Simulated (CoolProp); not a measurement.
Vapour-liquid equilibrium of benzene (1) + p-xylene (2) at 0.642 MPa; x and y are mole fractions of (1).

Computed with CoolProp (multi-fluid Helmholtz-energy mixture model, Thol 2012 and Zhou 2012; pair parameters Bell 2016).

```
x     bubble temperature (K)  y at the bubble point  dew temperature at overall composition x (K)  liquid density (mol/L)
----  ----------------------  ---------------------  --------------------------------------------  ----------------------
0.05                   492.0                  0.117                                         494.9                   6.330
0.15                   482.3                  0.320                                         490.5                   6.607
0.25                   473.4                  0.482                                         485.8                   6.889
0.35                   465.2                  0.611                                         480.7                   7.176
0.45                   457.8                  0.713                                         475.2                   7.469
0.55                   451.1                  0.793                                         469.2                   7.768
0.65                   445.1                  0.857                                         462.5                   8.077
0.75                   439.6                  0.908                                         454.8                   8.396
0.85                   434.7                  0.950                                         445.8                   8.728
0.95                   430.1                  0.985                                         434.7                   9.076
```

No azeotrope shows between x = 0.05 and 0.95.

The pair parameters rest on a limited set of measurements; away from them the model extrapolates.
